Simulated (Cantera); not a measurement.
A freely propagating, adiabatic, planar premixed flame of 11.0 % CH4, 0.659 % H2, 18.6 % O2, 69.8 % N2, equivalence ratio 1.2, unburnt at 448 K and 7500 Torr; mixture-averaged transport, grid criteria slope 0.08 and curve 0.16, no radiation.

Computed with Cantera and GRI-Mech 3.0 (53 species, 325 reactions). Burning velocities carry a grid error of a few per cent, more on coarse grids.

x: mole fraction of selected species; z is measured from the peak of heat release.

```
z (mm)   T (K)  u (m/s)     x CH4     x H2      x O2    x C2H    x HCN   x OH
-------  -----  -------  --------  -------  --------  -------  -------  -----
-0.289     449    0.241     0.110  0.00789     0.185    <1e-8    <1e-8  <1e-8
-0.192     456    0.245     0.109   0.0101     0.184    <1e-8  1.28e-8  <1e-8
-0.144     484    0.261     0.107   0.0128     0.182    <1e-8  9.15e-8  <1e-8
-0.0962    634    0.345    0.0966   0.0173     0.170    <1e-8  8.35e-7    ___
-0.0481   1169    0.645    0.0614   0.0232     0.120    <1e-8  5.51e-6    ___
-0.0241   1600    0.890    0.0319   0.0262    0.0733  1.17e-8  1.11e-5    ___
0         1986     1.11   0.00725   0.0274    0.0273  5.25e-7  1.98e-5    ___
0.0241    2150     1.20  0.000661   0.0264   0.00645  6.20e-7  2.32e-5    ___
0.0481    2193     1.22   5.64e-5   0.0261   0.00161  1.08e-7  1.56e-5    ___
0.0962    2220     1.23   1.41e-6   0.0265  0.000292    <1e-8  6.33e-6    ___
0.192     2237     1.24   2.90e-8   0.0267   7.58e-5    <1e-8  2.01e-6    ___
0.385     2245     1.24     <1e-8   0.0268   2.44e-5    <1e-8  5.90e-7    ___
0.770     2247     1.25     <1e-8   0.0268   1.35e-5    <1e-8  1.43e-7    ___
```

**Question.** What belongs in the gaps?

**Answer.** 
- -0.0962, x OH: 2.74e-8
- -0.0481, x OH: 3.82e-6
- -0.0241, x OH: 5.98e-5
- 0, x OH: 0.000649
- 0.0241, x OH: 0.00182
- 0.0481, x OH: 0.00207
- 0.0962, x OH: 0.00156
- 0.192, x OH: 0.000922
- 0.385, x OH: 0.000550
- 0.770, x OH: 0.000427
